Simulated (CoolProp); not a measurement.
Aqueous ethylene glycol as a coolant, 49 % by mass, freezing at -34.6 °C, 1 atm.

The numbers come from the Melinder's fits for secondary coolants in CoolProp.

```
T (°C)  Prandtl number  cp (kJ/(kg K))  conductivity (W/(m K))  viscosity (mPa s)
------  --------------  --------------  ----------------------  -----------------
-24.3              [?]             [?]                   0.365               27.6
-18.6              166           3.121                   0.368               19.6
-13                122           3.153                   0.372               14.4
-7.3              91.5           3.185                   0.375               10.8
-1.6              70.0           3.217                   0.379               8.25
4.1               54.8           3.249                     [?]               6.45
9.8               43.7           3.279                   0.386               5.15
15.5              35.5           3.310                     [?]               4.18
21.2              29.3           3.339                   0.393               3.46
26.9              24.6           3.368                   0.397               2.90
32.5              21.0           3.396                   0.401               2.48
```

Problem. Complete the blanks.

Solution. 
- -24.3, Prandtl number: 233
- -24.3, cp (kJ/(kg K)): 3.088
- 4.1, conductivity (W/(m K)): 0.383
- 15.5, conductivity (W/(m K)): 0.390
